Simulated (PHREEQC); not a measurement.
Reverse-osmosis permeate: an equilibrium model

Model water analysis in mg/kgw, 25 °C, pH 6.49, pe 10.1:

| constituent | mg/kgw |
|---|---|
| Na | 0.322 |
| K | 0.0251 |
| Ca | 0.615 |
| Mg | 0.733 |
| Cl | 1.65 |
| S(6) as SO4 | 1.48 |
| Alkalinity as HCO3 | 1.88 |
| Sr | 0.00221 |

Valence states are taken as typed.

The numbers come from PHREEQC with the ion-association model, phreeqc.dat.

- ionic strength: 0.000168 mol/kgw
- charge-balance error: -1.2 %

| species | molality | activity | log γ |
|---|---|---|---|
| Cl- | 4.65e-5 | 4.59e-5 | -0.006 |
| HCO3- | 3.11e-5 | 3.06e-5 | -0.006 |
| Mg+2 | 3.00e-5 | 2.83e-5 | -0.026 |
| CO2 | 2.23e-5 | 2.23e-5 | 0.000 |
| Ca+2 | 1.53e-5 | 1.44e-5 | -0.026 |
| SO4-2 | 1.53e-5 | 1.44e-5 | -0.026 |
| Na+ | 1.40e-5 | 1.38e-5 | -0.006 |
| K+ | 6.42e-7 | 6.32e-7 | -0.007 |
| H+ | 3.28e-7 | 3.24e-7 | -0.006 |
| MgSO4 | 9.55e-8 | 9.55e-8 | 0.000 |
| CaSO4 | 3.69e-8 | 3.69e-8 | 0.000 |
| OH- | 3.18e-8 | 3.13e-8 | -0.007 |
| Sr+2 | 2.51e-8 | 2.37e-8 | -0.026 |
| MgHCO3+ | 1.03e-8 | 1.01e-8 | -0.006 |
| CaHCO3+ | 5.72e-9 | 5.63e-9 | -0.006 |

Precipitation was switched off in this run.
